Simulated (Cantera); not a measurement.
Equilibrium for carbothermic reduction: MgO + CH₄ + H₂

Feed: 1 mol MgO, a varied amount of CH₄, 1 mol H₂, at 76.0 Pa.

Equilibrium computed with Cantera from the NASA thermochemical tables; the gas is ideal and each condensed phase is pure. Candidate condensed phases: C, C₆H₆, C₇H₈, C₈H₁₈, H₂O, Mg, MgCO₃, MgO, Mg(OH)₂; 116 gas species. The numbers say what is thermodynamically allowed, not how fast it happens.

Stable condensed phases:

```
T in °C \ n(CH₄) in mol
         0.38 0.64 0.91  1.2  1.4  1.7    2
   1800     A    B    B    C    C    C    C
   1700     A    A    B    C    C    C    C
   1600     A    A    A    C    C    C    C
   1500     A    A    A    C    C    C    C
   1400     A    A    A    C    C    C    C
   1300     A    A    A    C    C    C    C
   1200     A    A    A    C    C    C    C
   1100     D    D    D    D    D    D    D
   1000     D    D    D    D    D    D    D
```

A: MgO; B: gas only; C: C; D: C + MgO.
